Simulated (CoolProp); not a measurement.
Cyclohexane at several states: density (kg/m³) from the reference equation and from simpler models built on Tc = 280.5 °C, pc = 4.081 MPa, ω = 0.209; each cubic takes its own stable root.

Computed with CoolProp (reference Helmholtz-energy equation of state, Zhou 2014).

```
T (°C)  p (MPa)   phase  reference  van der Waals  Peng-Robinson
------  -------  ------  ---------  -------------  -------------
337.55    0.962     gas      16.97          16.92          17.10
285.05    0.305     gas      5.673          5.656          5.690
91.75      9.09  liquid      720.3          465.2          765.6
132.05   0.0318     gas     0.8002         0.7982         0.8002
238.35     6.37  liquid      544.1          365.8          549.7
241.95    0.049     gas     0.9678         0.9670         0.9684
```
